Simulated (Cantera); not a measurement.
An isothermal, constant-pressure homogeneous reactor starts with NO : N2 = 1 : 2.9 (molar parts), at 1900 K and 0.415 atm. Integrator tolerance rtol = 1e-08.

Cantera simulation using GRI-Mech 3.0 (53 species, 325 reactions); the numbers are that mechanism's predictions, not measurements.

Question: What does this change do: N2 2.9 to 2.1 parts?

Answer: 
```tsv
quantity	before	after
x(NO) at 20.0 s	0.0234 (gas-phase equilibrium 0.00468)	0.0230 (gas-phase equilibrium 0.00515)
x(NO2) at 20.0 s	2.32e-5 (gas-phase equilibrium 4.82e-6)	2.59e-5 (gas-phase equilibrium 5.97e-6)
x(N2O) at 20.0 s	3.83e-7 (gas-phase equilibrium 1.81e-7)	3.87e-7 (gas-phase equilibrium 1.95e-7)
x(O) at 20.0 s	0.000158 (gas-phase equilibrium 0.000164)	0.000179 (gas-phase equilibrium 0.000184)
x(N2) at 20.0 s	0.860 (gas-phase equilibrium 0.869)	0.827 (gas-phase equilibrium 0.836)
x(O2) at 20.0 s	0.116 (gas-phase equilibrium 0.126)	0.150 (gas-phase equilibrium 0.159)
```

Question: What does this change do: temperature 1900 to 1450 K?

Answer: 
```json
[
 {"quantity": "x(NO) at 20.0 s", "before": "0.0234 (gas-phase equilibrium 0.00468)", "after": "0.251 (gas-phase equilibrium 0.000783)"},
 {"quantity": "x(NO2) at 20.0 s", "before": "2.32e-5 (gas-phase equilibrium 4.82e-6)", "after": "0.000131 (gas-phase equilibrium 2.48e-6)"},
 {"quantity": "x(N2O) at 20.0 s", "before": "3.83e-7 (gas-phase equilibrium 1.81e-7)", "after": "1.97e-5 (gas-phase equilibrium 3.33e-8)"},
 {"quantity": "x(O) at 20.0 s", "before": "0.000158 (gas-phase equilibrium 0.000164)", "after": "1.95e-7 (gas-phase equilibrium 1.11e-6)"},
 {"quantity": "x(N2) at 20.0 s", "before": "0.860 (gas-phase equilibrium 0.869)", "after": "0.746 (gas-phase equilibrium 0.871)"},
 {"quantity": "x(O2) at 20.0 s", "before": "0.116 (gas-phase equilibrium 0.126)", "after": "0.00249 (gas-phase equilibrium 0.128)"}
]
```
